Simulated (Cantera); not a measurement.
A freely propagating, adiabatic, planar premixed flame of H₂ : O₂ : N₂ = 1 : 0.185 : 0.537 (molar parts), equivalence ratio 2.7, unburnt at 598 K and 0.316 atm; mixture-averaged transport, grid criteria slope 0.08 and curve 0.16, no radiation.

Cantera simulation using the H2/O2 subset of GRI-Mech 3.0, which has no nitrogen chemistry; the numbers are that mechanism's predictions, not measurements. Burning velocities carry a grid error of a few per cent, more on coarse grids.

How do the results move with these cheaper or finer settings: unity-Lewis-number transport; multicomponent transport; multicomponent+Soret transport; grid criteria slope 0.5, curve 1; grid criteria slope 0.25, curve 0.5; grid criteria slope 0.03, curve 0.06?


```
setting                               laminar burning velocity  thermal thickness  peak x(H₂O₂)  peak x(OH)  grid points
------------------------------------  ------------------------  -----------------  ------------  ----------  -----------
as above                                              829 cm/s            2.02 mm       1.54e-6     0.00281          139
unity-Lewis-number transport                          516 cm/s            1.83 mm       1.17e-6     0.00280          133
multicomponent transport                              804 cm/s            2.04 mm       1.54e-6     0.00281          139
multicomponent+Soret transport                        785 cm/s            2.01 mm       1.61e-6     0.00280          139
grid criteria slope 0.5, curve 1                     1020 cm/s            3.03 mm       1.23e-6     0.00310           57
grid criteria slope 0.25, curve 0.5                   890 cm/s            2.36 mm       1.34e-6     0.00294           79
grid criteria slope 0.03, curve 0.06                  816 cm/s            1.94 mm       1.55e-6     0.00280          338
```
Unity Lewis numbers drop preferential diffusion, which matters most where H2 and H carry the flame; Soret adds thermal diffusion.
